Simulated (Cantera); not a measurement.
An isothermal, constant-pressure homogeneous reactor starts with NO : N2 : H2O = 1 : 7.1 : 0.12 (molar parts), at 1798 K and 100000 Pa.

Model: GRI-Mech 3.0 (53 species, 325 reactions), integrated in Cantera.

One state of this run: x NO = 0.102; x N2 = 0.873; x O = 1.21e-5; x NO2 = 5.58e-5; x O2 = 0.00956; x N2O = 4.07e-6. x: mole fraction; the columns are a selection and need not sum to one.

Question: Which value of t (s) does it belong to?
(A) 1.00e-5
(B) 2.78
(C) 0.0129
(D) 0.464

Answer: B, 2.78
